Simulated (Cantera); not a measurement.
A perfectly stirred reactor is fed with C3H8 : O2 : N2 : H2O = 1 : 3.85 : 14.5 : 0.044 (molar parts), equivalence ratio 1.3, at 760 Torr; it is adiabatic with a 400 K inlet, and is followed from long to short residence time, starting on the burning branch (τ in s: 0.091, 0.029, 0.0095, 0.0031, 0.00099, 0.00032, 0.0001, 3.3e-05, 1.1e-05).

Computed with Cantera and GRI-Mech 3.0 (53 species, 325 reactions). GRI-Mech 3.0 was tuned for natural gas; its chemistry of propane as a main component is partial and can be far from experiment.

Problem. Predict: blow-out, bracketed by the residence times tried; x(C3H8) at τ = 91.0 ms; x(O2) at τ = 91.0 ms; x(CH2) at τ = 91.0 ms; x(CH3) at τ = 91.0 ms; x(O) at τ = 91.0 ms; x(C3H8) at τ = 0.990 ms; x(O2) at τ = 0.990 ms; x(CH2) at τ = 0.990 ms; x(CH3) at τ = 0.990 ms; x(O) at τ = 0.990 ms.

Solution. 
| Property | Result |
|---|---|
| blow-out, bracketed by the residence times tried | burning at 0.100 ms, out at 33.0 µs |
| x(C3H8) at τ = 91.0 ms | 2.50e-7 |
| x(O2) at τ = 91.0 ms | 0.000184 |
| x(CH2) at τ = 91.0 ms | 3.96e-7 |
| x(CH3) at τ = 91.0 ms | 6.16e-6 |
| x(O) at τ = 91.0 ms | 6.80e-5 |
| x(C3H8) at τ = 0.990 ms | 1.03e-5 |
| x(O2) at τ = 0.990 ms | 0.00272 |
| x(CH2) at τ = 0.990 ms | 8.36e-6 |
| x(CH3) at τ = 0.990 ms | 9.70e-5 |
| x(O) at τ = 0.990 ms | 0.000741 |
